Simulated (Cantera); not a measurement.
Source: NASA polynomial tables (part measured, part estimated), evaluated in Cantera. Values are per mole of reaction as written; species without (g) are pure solids or liquids, kept so even where they would boil at 1 bar. VN: taken at fixed stoichiometry.

Between 300 and 725 K, where is each reaction favourable under standard conditions?
- 2 VN + O3(g) → N2(g) + V2O3


- 2 VN + O3(g) → N2(g) + V2O3: ΔG° is -919 kJ at 300 K and -912 kJ at 725 K; it stays negative (K > 1). ΔH° is -921 kJ and ΔS° -11 J/K at 725 K.
